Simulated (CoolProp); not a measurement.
Vapour-liquid equilibrium of ethylbenzene (1) + m-xylene (2) at 404.2 K; x and y are mole fractions of (1).

Model: multi-fluid Helmholtz-energy mixture model, Zhou 2012 and Zhou 2012; pair parameters Bell 2016, in CoolProp.

```json
[
 {"x": "0.05", "bubble pressure, mixture model (MPa)": "0.08173", "bubble pressure, Raoult's law (MPa)": "0.08165", "y, mixture model": "0.055", "y, Raoult's law": "0.054"},
 {"x": "0.15", "bubble pressure, mixture model (MPa)": "0.08253", "bubble pressure, Raoult's law (MPa)": "0.08234", "y, mixture model": "0.162", "y, Raoult's law": "0.161"},
 {"x": "0.25", "bubble pressure, mixture model (MPa)": "0.08331", "bubble pressure, Raoult's law (MPa)": "0.08302", "y, mixture model": "0.267", "y, Raoult's law": "0.265"},
 {"x": "0.35", "bubble pressure, mixture model (MPa)": "0.08406", "bubble pressure, Raoult's law (MPa)": "0.08370", "y, mixture model": "0.369", "y, Raoult's law": "0.369"},
 {"x": "0.45", "bubble pressure, mixture model (MPa)": "0.08478", "bubble pressure, Raoult's law (MPa)": "0.08439", "y, mixture model": "0.470", "y, Raoult's law": "0.470"},
 {"x": "0.55", "bubble pressure, mixture model (MPa)": "0.08547", "bubble pressure, Raoult's law (MPa)": "0.08507", "y, mixture model": "0.569", "y, Raoult's law": "0.570"},
 {"x": "0.65", "bubble pressure, mixture model (MPa)": "0.08612", "bubble pressure, Raoult's law (MPa)": "0.08575", "y, mixture model": "0.666", "y, Raoult's law": "0.668"},
 {"x": "0.75", "bubble pressure, mixture model (MPa)": "0.08674", "bubble pressure, Raoult's law (MPa)": "0.08643", "y, mixture model": "0.763", "y, Raoult's law": "0.765"},
 {"x": "0.85", "bubble pressure, mixture model (MPa)": "0.08733", "bubble pressure, Raoult's law (MPa)": "0.08712", "y, mixture model": "0.858", "y, Raoult's law": "0.860"},
 {"x": "0.95", "bubble pressure, mixture model (MPa)": "0.08788", "bubble pressure, Raoult's law (MPa)": "0.08780", "y, mixture model": "0.953", "y, Raoult's law": "0.954"}
]
```

The largest gap from Raoult's law is +0.5 % in bubble pressure, at x = 0.55. No azeotrope shows between x = 0.05 and 0.95.

Pair parameters are fitted to limited data, so mixtures are less certain than the pure fluids.
